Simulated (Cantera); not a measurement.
Charge: 1 mol B2O3, 0.29 mol H2O, 4.9 mol H2, at 850 K and 10.0 mbar.

These are equilibrium values from Cantera (NASA tables, ideal gas, pure condensed phases), not measurements of a reactor. Candidate condensed phases: B, B2O3, B3O3H3, H2O; 23 gas species. Gases not in the tables: H3BO3. Rates play no part.

Base state: H2 0.944, H2O 0.0557, (HBO2)3 8.70e-5 (mole fractions); condensed: B2O3(l).

**Question.** What changes in the equilibrium state with this change: B2O3 replaced by B2H6?

**Answer.** 
| species | before | after |
|---|---|---|
| H2 | 0.944 | 1.000 |
| B3O3H3 | <1e-9 | 0.000479 |
| H2O | 0.0557 | <1e-9 |
| (HBO2)3 | 8.70e-5 | <1e-9 |
| B2O3(l), mol | 0.999 | 0.0927 |
| B(s), mol | 0 | 1.80 |
The feed counts by its element totals alone.
